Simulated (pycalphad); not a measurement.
CALPHAD calculation (pycalphad, COST 507 light-alloy database (1999)), 1 atm. The database dates from 1999; later assessments differ in places, in temperatures and in the compounds included.

Molar enthalpy of Al-0.4457Si-0.7832Fe (wt.%) in equilibrium (SER reference):

| T (°C) | H (kJ/mol) | phases |
|---|---|---|
| 1577 | 57.72 | LIQUID |
| 1477 | 54.54 | LIQUID |
| 1377 | 51.36 | LIQUID |
| 1277 | 48.19 | LIQUID |
| 1177 | 45.01 | LIQUID |
| 1077 | 41.83 | LIQUID |
| 977 | 38.66 | LIQUID |
| 877 | 35.49 | LIQUID |
| 777 | 32.31 | LIQUID |
| 727 | 30.73 | LIQUID |
| 677 | 29.14 | LIQUID |
| 627 | 16.71 | FCC_A1 + ALFESI_ALPHA + AL13FE4 |
| 577 | 15.05 | FCC_A1 + ALFESI_ALPHA |
| 477 | 11.92 | FCC_A1 + ALFESI_ALPHA + ALFESI_BETA |
| 377 | 8.93 | FCC_A1 + ALFESI_BETA + ALFESI_ALPHA |
| 277 | 6.11 | FCC_A1 + ALFESI_BETA + DIAMOND_A4 |

Cooling from 677 °C to 627 °C, across the freezing range, releases 12.4 kJ/mol, or 459 J/g. The slope is 32 J/(mol K) in the liquid and 33 J/(mol K) just below the solidus, where it includes any heat of precipitation. Liquidus 655 °C, solidus 635 °C. Changes were sought between steps of 50 K, so a narrower field can be missed.

Database names, with the compositions (at.%) that they take in these runs: ALFESI_ALPHA: Al 72-74 Fe 19 Si 7-9; AL13FE4: Al 76 Fe 24; ALFESI_BETA: Al 70 Si 15 Fe 15. FCC_A1 is fcc; DIAMOND_A4 is diamond (Si).
